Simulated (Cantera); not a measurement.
Input: 1 mol B, 0.69 mol H2O, 0.31 mol N2, equilibrated at 0.0280 bar.

Method: chemical equilibrium by Gibbs-energy minimisation in Cantera with the NASA 1993 tables (ideal gas, pure condensed phases). Candidate condensed phases: B, BN, B2O3, B3O3H3, H2O; 39 gas species. N2 is the only nitrogen source here; it is nearly inert below about 1500 K, so the nitride shown seldom forms there in practice. Mutual solubility and eutectic melting of coexisting phases are not modelled. Equilibrium is a limit: real reactors are often held back by kinetics, nucleation or transport.

Over these rows the condensed part is BN(s) + B2O3(l). Partial pressures as log10 of bar:

| T (K) | 1000/T (1/K) | log p HBO2 | log p H2 | log p N2 |
|---|---|---|---|---|
| 1050 | 0.9524 | -6.42 | -1.58 | -2.82 |
| 1200 | 0.8333 | ? | -1.58 | -2.82 |
| 1350 | 0.7407 | -4.56 | -1.58 | -2.82 |
| 1500 | 0.6667 | -3.93 | -1.58 | -2.82 |
| 1650 | 0.6061 | -3.43 | -1.60 | -2.82 |
| 1800 | 0.5556 | -3.08 | -1.75 | -2.72 |

Q: Fit log p(HBO2) = a + b·(1000/T) to the five rows, give the apparent enthalpy, and predict the row at 1200 K.

A: Means: 1000/T = 0.7043, log p = -4.284. Sxy = -0.816196, Sxx = 0.0960473, so b = -8.50 and a = -4.284 − (-8.50)×0.7043 = 1.70.
Apparent enthalpy: −19.145 × (-8.50) = 163 kJ/mol. With the condensed phases at unit activity, 2/3 B2O3(l) + 1/2 H2(g) + 1/6 N2(g) = HBO2(g) + 1/3 BN(s) links this pressure to the main gases: over the six rows their terms move log p by -0.07 in all, so the slope is close to that reaction's ΔH°. The five rows lie within 0.06 of the line.
Prediction at 1200 K: 1.70 + (-8.50)×0.8333 = -5.38. The computed value is -5.36, 0.02 from the line.
